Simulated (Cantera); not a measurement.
A freely propagating, adiabatic, planar premixed flame of CO : H2 : CH4 : O2 : N2 = 1 : 0.046 : 0.033 : 0.421 : 1.58 (molar parts), unburnt at 400 K and 1.00 bar; mixture-averaged transport, grid criteria slope 0.08 and curve 0.16, no radiation.

Detailed kinetics in Cantera: GRI-Mech 3.0 (53 species, 325 reactions). Burning velocities carry a grid error of a few per cent, more on coarse grids.

x: mole fraction of selected species; z is measured from the peak of heat release.

```tsv
z (mm)	T (K)	u (m/s)	x CO	x H2	x CH4	x CH3	x NO	x HCO
-1.64	400	1.05	0.325	0.0149	0.0107	<1e-8	<1e-8	<1e-8
-1.09	400	1.05	0.325	0.0149	0.0107	<1e-8	<1e-8	<1e-8
-0.818	400	1.05	0.325	0.0149	0.0107	<1e-8	<1e-8	<1e-8
-0.545	400	1.06	0.325	0.0148	0.0107	<1e-8	<1e-8	<1e-8
-0.273	427	1.13	0.324	0.0142	0.0106	1.22e-7	<1e-8	<1e-8
-0.136	719	1.89	0.311	0.0131	0.00902	1.26e-5	[?]	4.94e-7
0	1200	3.11	0.277	0.00954	0.00262	6.40e-5	[?]	7.92e-6
0.136	1485	3.77	0.230	0.00503	5.52e-5	3.91e-6	[?]	1.93e-6
0.273	1635	4.08	0.197	0.00423	2.90e-7	3.32e-8	[?]	7.95e-7
0.545	1794	4.40	0.173	0.00472	<1e-8	<1e-8	[?]	5.58e-7
1.09	1944	4.72	0.164	0.00475	<1e-8	<1e-8	[?]	3.53e-7
2.18	2087	5.02	0.156	0.00437	<1e-8	<1e-8	[?]	1.98e-7
4.36	2208	5.26	0.146	0.00391	<1e-8	<1e-8	[?]	1.07e-7
```

Task: What belongs in the gaps?

Result: 
- -0.136, x NO: 2.56e-7
- 0, x NO: 2.13e-6
- 0.136, x NO: 7.83e-6
- 0.273, x NO: 1.59e-5
- 0.545, x NO: 3.06e-5
- 1.09, x NO: 5.02e-5
- 2.18, x NO: 7.69e-5
- 4.36, x NO: 0.000124
